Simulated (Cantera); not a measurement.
A freely propagating, adiabatic, planar premixed flame of 4.82 % CH₄, 1.30 % C₂H₆, 19.7 % O₂, 74.2 % N₂, unburnt at 475 K and 5.00 bar; mixture-averaged transport, grid criteria slope 0.08 and curve 0.16, no radiation.

Cantera simulation using GRI-Mech 3.0 (53 species, 325 reactions); the numbers are that mechanism's predictions, not measurements. Burning velocities carry a grid error of a few per cent, more on coarse grids.

x: mole fraction of selected species; z is measured from the peak of heat release.

```json
[
 {"z (mm)": "-0.442", "T (K)": "476", "u (m/s)": "0.302", "x CH₄": "0.0481", "x C₂H₆": "0.0130", "x O₂": "0.197", "x HCO": "<1e-8", "x C₂H₂": "1.89e-8", "x CH₂CO": "2.72e-8"},
 {"z (mm)": "-0.295", "T (K)": "482", "u (m/s)": "0.306", "x CH₄": "0.0478", "x C₂H₆": "0.0130", "x O₂": "0.196", "x HCO": "<1e-8", "x C₂H₂": "1.65e-7", "x CH₂CO": "2.99e-7"},
 {"z (mm)": "-0.221", "T (K)": "503", "u (m/s)": "0.319", "x CH₄": "0.0469", "x C₂H₆": "0.0129", "x O₂": "0.195", "x HCO": "<1e-8", "x C₂H₂": "8.97e-7", "x CH₂CO": "2.07e-6"},
 {"z (mm)": "-0.147", "T (K)": "601", "u (m/s)": "0.383", "x CH₄": "0.0430", "x C₂H₆": "0.0123", "x O₂": "0.187", "x HCO": "<1e-8", "x C₂H₂": "5.97e-6", "x CH₂CO": "1.84e-5"},
 {"z (mm)": "-0.0737", "T (K)": "981", "u (m/s)": "0.631", "x CH₄": "0.0288", "x C₂H₆": "0.00809", "x O₂": "0.152", "x HCO": "3.12e-8", "x C₂H₂": "3.67e-5", "x CH₂CO": "0.000153"},
 {"z (mm)": "-0.0368", "T (K)": "1331", "u (m/s)": "0.861", "x CH₄": "0.0156", "x C₂H₆": "0.00312", "x O₂": "0.118", "x HCO": "2.08e-6", "x C₂H₂": "7.63e-5", "x CH₂CO": "0.000349"},
 {"z (mm)": "0", "T (K)": "___", "u (m/s)": "1.09", "x CH₄": "___", "x C₂H₆": "___", "x O₂": "___", "x HCO": "___", "x C₂H₂": "___", "x CH₂CO": "___"},
 {"z (mm)": "0.0368", "T (K)": "1833", "u (m/s)": "1.18", "x CH₄": "0.000124", "x C₂H₆": "9.27e-8", "x O₂": "0.0647", "x HCO": "1.50e-6", "x C₂H₂": "5.62e-6", "x CH₂CO": "2.45e-5"},
 {"z (mm)": "0.0737", "T (K)": "1899", "u (m/s)": "1.22", "x CH₄": "3.00e-6", "x C₂H₆": "<1e-8", "x O₂": "0.0596", "x HCO": "4.91e-8", "x C₂H₂": "9.56e-8", "x CH₂CO": "8.37e-7"},
 {"z (mm)": "0.147", "T (K)": "1961", "u (m/s)": "1.26", "x CH₄": "<1e-8", "x C₂H₆": "<1e-8", "x O₂": "0.0564", "x HCO": "<1e-8", "x C₂H₂": "<1e-8", "x CH₂CO": "<1e-8"},
 {"z (mm)": "0.295", "T (K)": "1999", "u (m/s)": "1.28", "x CH₄": "<1e-8", "x C₂H₆": "<1e-8", "x O₂": "0.0551", "x HCO": "<1e-8", "x C₂H₂": "<1e-8", "x CH₂CO": "<1e-8"},
 {"z (mm)": "0.590", "T (K)": "2013", "u (m/s)": "1.28", "x CH₄": "<1e-8", "x C₂H₆": "<1e-8", "x O₂": "0.0547", "x HCO": "<1e-8", "x C₂H₂": "<1e-8", "x CH₂CO": "<1e-8"},
 {"z (mm)": "1.18", "T (K)": "2016", "u (m/s)": "1.29", "x CH₄": "<1e-8", "x C₂H₆": "<1e-8", "x O₂": "0.0547", "x HCO": "<1e-8", "x C₂H₂": "<1e-8", "x CH₂CO": "<1e-8"}
]
```

Task: Complete the blanks.

Result: 
- 0, T (K): 1677
- 0, x CH₄: 0.00319
- 0, x C₂H₆: 0.000127
- 0, x O₂: 0.0819
- 0, x HCO: 1.02e-5
- 0, x C₂H₂: 8.90e-5
- 0, x CH₂CO: 0.000297
